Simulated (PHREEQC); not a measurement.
Synthetic water in mg/kgw, 25 °C, pH 3.85, pe 9.7:

```tsv
constituent	mg/kgw
Na	387
K	42.2
Ca	767
Mg	11.3
Cl	265
S(6) as SO4	2670
Fe(3)	162
```

Valence states are taken as typed.

Model: ion-association model, phreeqc.dat, run in PHREEQC.

No solid was allowed to form.

Q: Estimate the ionic strength, charge-balance error.

A: ionic strength 0.0807 mol/kgw; charge-balance error 0.0 %.

Q: In which forms is Mg present?

A: Mg+2 57 %, MgSO4 43 % of the Mg.

The solution is supersaturated, for example in Jarosite-K, Fe(OH)3(a), so a real one may precipitate; this is no full list.
